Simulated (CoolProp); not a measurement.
p-xylene at several states: density (kg/m³) from the reference equation and from simpler models built on Tc = 343.0 °C, pc = 3.532 MPa, ω = 0.324; each cubic takes its own stable root.

The numbers come from the reference Helmholtz-energy equation of state, Zhou 2012 in CoolProp.

```csv
T (°C),p (MPa),phase,reference,van der Waals,Redlich-Kwong,Soave-Redlich-Kwong,Peng-Robinson
299.85,12.8,liquid,613.3,___,526.4,___,___
316.45,0.0484,gas,1.055,1.053,1.054,1.054,1.055
271.85,0.0148,gas,0.3476,0.3473,0.3475,0.3475,0.3476
255.45,11.8,liquid,___,___,562.0,578.9,___
```

### Question
Fill in the missing entries.

### Answer

- 299.85, van der Waals: 402.8
- 299.85, Soave-Redlich-Kwong: 536.1
- 299.85, Peng-Robinson: 600.5
- 255.45, reference: 658.8
- 255.45, van der Waals: 417.7
- 255.45, Peng-Robinson: 650.9
